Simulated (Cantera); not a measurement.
Cantera run:

```python
import numpy as np
import cantera as ct

gas_names = """
    C CN CO CO2 C2 CCN CNC C2N2 C2O C3 C3O2 C4 C4N2 C5 N NCO NO NO2 NO3 N2 N2O O O2 O3 Si SiC SiC2 SiN
    SiO SiO2 Si2 Si2C Si2N Si3
""".split()
cond_names = """
    C(gr) Si(cr) Si(L) SiC(b) SiO2(Lqz) SiO2(hqz) SiO2(L) Si2N2O(s) Si3N4(a)
""".split()


# ... load() reads the species with a 1 bar reference pressure and builds the phases ...
atoms = {
    'Si3N4': {'Si': 3, 'N': 4},
    'CO2': {'C': 1, 'O': 2},
    'N2': {'N': 2},
}
top_T = {'C(gr)': 4500, 'SiC(b)': 3050, 'Si2N2O(s)': 2100, 'Si3N4(a)': 2400}  # K; cautious upper limits of use, not melting points


# ... equilibrate(T, P, feed) seeds the gas with the atoms and calls Mixture.equilibrate('TP', solver="vcs", rtol=1e-11, max_steps=5000) ...
results = []
feed = {'Si3N4': 1, 'CO2': 0.3, 'N2': 16}  # mol
P = 180  # Pa
for T in [923, 1023, 1123, 1223, 1323, 1423, 1523, 1623, 1723, 1823, 1923, 2023, 2123, 2223]:
    mix = equilibrate(T, P, feed)
    results.append((T, P, feed, dict(zip(mix.species_names, mix.species_moles))))
    x = sorted(zip(gas.X, gas.species_names), reverse=True)
    print(f"T = {T:g} K  P = {P:g} Pa  gas = {mix.phase_moles(0):.4g} mol")
    print("   x: " + "  ".join(f"{s} {v:.3e}" for v, s in x if v > 0.0001))
    print("   condensed (mol): " + ("  ".join(f"{mix.phase(i).name} {mix.phase_moles(i):.4g}"
          for i in range(1, mix.n_phases) if mix.phase_moles(i) > 1e-12) or "none"))
```

Result:

```
T = 923 K  P = 180 Pa  gas = 16.2 mol
   x: N2 1.000e+00
   condensed (mol): C(gr) 0.3  Si2N2O(s) 0.6  Si3N4(a) 0.6
T = 1023 K  P = 180 Pa  gas = 16.2 mol
   x: N2 1.000e+00
   condensed (mol): C(gr) 0.3  Si2N2O(s) 0.6  Si3N4(a) 0.6
T = 1123 K  P = 180 Pa  gas = 16.2 mol
   x: N2 1.000e+00
   condensed (mol): C(gr) 0.3  Si2N2O(s) 0.6  Si3N4(a) 0.6
T = 1223 K  P = 180 Pa  gas = 16.2 mol
   x: N2 1.000e+00
   condensed (mol): C(gr) 0.2997  Si2N2O(s) 0.5997  Si3N4(a) 0.6002
T = 1323 K  P = 180 Pa  gas = 16.4 mol
   x: N2 9.999e-01
   condensed (mol): SiC(b) 0.2985  Si2N2O(s) 0.5984  Si3N4(a) 0.5016
T = 1423 K  P = 180 Pa  gas = 16.4 mol
   x: N2 9.997e-01  CO 2.532e-04
   condensed (mol): SiC(b) 0.2958  Si2N2O(s) 0.5957  Si3N4(a) 0.5042
T = 1523 K  P = 180 Pa  gas = 16.41 mol
   x: N2 9.991e-01  CO 5.959e-04  SiO 2.879e-04
   condensed (mol): SiC(b) 0.2902  Si2N2O(s) 0.5855  Si3N4(a) 0.5113
T = 1623 K  P = 180 Pa  gas = 16.51 mol
   x: N2 9.940e-01  SiO 4.755e-03  CO 1.256e-03
   condensed (mol): SiC(b) 0.2793  Si2N2O(s) 0.5008  Si3N4(a) 0.5467
T = 1723 K  P = 180 Pa  gas = 18.61 mol
   x: N2 9.672e-01  SiO 3.033e-02  CO 1.912e-03  Si 5.463e-04
   condensed (mol): Si(L) 2.16  SiC(b) 0.2643
T = 1823 K  P = 180 Pa  gas = 18.65 mol
   x: N2 9.652e-01  SiO 2.872e-02  CO 3.458e-03  Si 2.456e-03
   condensed (mol): Si(L) 2.179  SiC(b) 0.235
T = 1923 K  P = 180 Pa  gas = 18.79 mol
   x: N2 9.581e-01  SiO 2.629e-02  Si 9.424e-03  CO 5.651e-03  Si2C 1.840e-04  Si2N 1.744e-04  SiN 1.234e-04
   condensed (mol): Si(L) 2.119  SiC(b) 0.1904
T = 2023 K  P = 180 Pa  gas = 19.24 mol
   x: N2 9.351e-01  Si 3.161e-02  SiO 2.289e-02  CO 8.294e-03  Si2C 9.537e-04  Si2N 4.111e-04  Si2 3.461e-04  SiN 3.198e-04
   condensed (mol): Si(L) 1.753  SiC(b) 0.1218
T = 2123 K  P = 180 Pa  gas = 20.69 mol
   x: N2 8.693e-01  Si 9.445e-02  SiO 1.863e-02  CO 1.037e-02  Si2C 4.035e-03  Si2 1.293e-03  Si2N 8.686e-04  SiN 7.379e-04  Si3 2.614e-04
   condensed (mol): Si(L) 0.3719
T = 2223 K  P = 180 Pa  gas = 21.19 mol
   x: N2 8.488e-01  Si 1.192e-01  SiO 1.570e-02  CO 1.261e-02  Si2C 1.480e-03  Si2 9.319e-04  SiN 7.525e-04  Si2N 3.809e-04
   condensed (mol): none
```

These are equilibrium values from Cantera (NASA tables, ideal gas, pure condensed phases), not measurements of a reactor. Mutual solubility and eutectic melting of coexisting phases are not modelled. The tables' values for SiN are old estimates; treat these amounts as uncertain.
